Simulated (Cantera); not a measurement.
A closed system holds: 1 mol CH3Cl, 0.23 mol CH4, equilibrated at 0.00170 bar.

Cantera equilibrium calculation (NASA polynomials, part measured and part estimated; ideal gas, pure solids and liquids). Candidate condensed phases: C, C6H6, C7H8, C8H18; 91 gas species. Kinetics and transport are ignored. All values below are at 3373 K.

Base state: H 0.672, Cl 0.173, C 0.109, C3 0.0235, C2 0.0165, H2 0.00400, HCl 0.00154, C2H 0.000731 (mole fractions); condensed: gas only.

Problem. What changes in the equilibrium state with this change: CH3Cl replaced by C2F6?

Solution. 
```json
[
 {"species": "F", "before": "0", "after": "0.687"},
 {"species": "C", "before": "0.109", "after": "0.119"},
 {"species": "H", "before": "0.672", "after": "0.0751"},
 {"species": "Cl", "before": "0.173", "after": "0"},
 {"species": "HF", "before": "0", "after": "0.0404"},
 {"species": "CF", "before": "0", "after": "0.0269"},
 {"species": "C3", "before": "0.0235", "after": "0.0312"},
 {"species": "C2", "before": "0.0165", "after": "0.0199"},
 {"species": "HCl", "before": "0.00154", "after": "0"},
 {"species": "CF2", "before": "0", "after": "0.000161"},
 {"species": "H2", "before": "0.00400", "after": "4.99e-5"}
]
```
The feed counts by its element totals alone.
